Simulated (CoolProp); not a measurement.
Vapour-liquid equilibrium of R152A (1) + isobutane (2) at 0.0529 MPa; x and y are mole fractions of (1).

Values from CoolProp's multi-fluid Helmholtz-energy mixture model, Outcalt 1996 and Bücker 2006; pair parameters Bell 2016.

```csv
x,"bubble temperature, mixture model (°C)","bubble temperature, Raoult's law (°C)","y, mixture model","y, Raoult's law"
0.05,-32.3,-27.9,(withheld),0.080
0.125,-36.9,-29.0,0.428,0.191
0.2,-39.4,-29.9,(withheld),0.293
0.275,-40.8,-30.8,(withheld),0.386
0.35,-41.6,-31.7,0.608,0.471
0.425,-42.0,-32.5,0.628,0.550
0.5,(withheld),-33.3,0.641,0.623
0.575,-42.3,-34.1,0.651,0.691
0.65,-42.4,-34.8,0.661,0.754
0.725,-42.3,-35.5,0.676,0.813
0.8,-42.1,-36.1,0.701,0.868
0.875,-41.6,-36.8,0.749,0.920
0.95,-40.0,-37.4,0.855,0.969
```

Q: Some entries are withheld; supply them.

A: 
- 0.05, y, mixture model: 0.242
- 0.2, y, mixture model: 0.523
- 0.275, y, mixture model: 0.576
- 0.5, bubble temperature, mixture model (°C): -42.2

The largest gap from Raoult's law is -10.0 K in bubble temperature, at x = 0.275. y crosses x between x = 0.65 and 0.725: the model has an azeotrope there.

The pair parameters rest on a limited set of measurements; away from them the model extrapolates.
